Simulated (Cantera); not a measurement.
Input (Python, Cantera):

```python
import numpy as np
import cantera as ct

gas = ct.Solution("gri30.yaml")
gas.TPX = 2223, 2100, {'NO': 1, 'N2': 0.92}
inlet = ct.Reservoir(gas, clone=True)

reactor = ct.IdealGasConstPressureReactor(gas, energy="off", clone=False)
exhaust = ct.Reservoir(gas, clone=True)
tau = [20, 4.5, 0.97, 0.21, 0.046, 0.01, 0.0022][0]
for a, b in ((inlet, reactor), (reactor, exhaust)):
    ct.MassFlowController(a, b, mdot=lambda t: reactor.mass / tau)
net = ct.ReactorNet([reactor])
show = ['NO', 'N2O', 'NO2', 'O', 'N2', 'O2']

rows = []
print(f"{'tau/s':>10s}{'T/K':>9s}" + "".join(f"{s:>11s}" for s in show))
for tau in [20, 4.5, 0.97, 0.21, 0.046, 0.01, 0.0022]:
    net.initial_time = 0.0
    net.advance(30 * tau)
    before = gas.X
    net.advance(40 * tau)
    drift = np.max(np.abs(gas.X - before) / (gas.X + 1e-9))
    rows.append([gas.T, *gas[show].X, drift])
    print(f"{tau:10.3e}{gas.T:9.1f}" + "".join(f"{x:11.3e}" for x in gas[show].X))
```

Result:

```
     tau/s      T/K         NO        N2O        NO2          O         N2         O2
 2.000e+01   2223.0  3.569e-02  3.242e-07  6.809e-06  1.039e-02  7.179e-01  2.360e-01
 4.500e+00   2223.0  8.633e-02  1.624e-06  1.564e-05  9.741e-03  6.928e-01  2.111e-01
 9.700e-01   2223.0  2.374e-01  1.340e-05  3.450e-05  7.861e-03  6.180e-01  1.367e-01
 2.100e-01   2223.0  4.479e-01  6.352e-05  3.184e-05  4.186e-03  5.141e-01  3.379e-02
 4.600e-02   2223.0  5.117e-01  1.020e-04  1.296e-05  1.652e-03  4.831e-01  3.493e-03
 1.000e-02   2223.0  5.198e-01  9.155e-05  3.621e-06  4.390e-04  4.795e-01  1.999e-04
 2.200e-03   2223.0  5.207e-01  4.352e-05  5.697e-07  8.034e-05  4.792e-01  7.821e-06
```

Model: GRI-Mech 3.0 (53 species, 325 reactions), integrated in Cantera. Radical loss at walls, strong at low pressure, is not modelled.
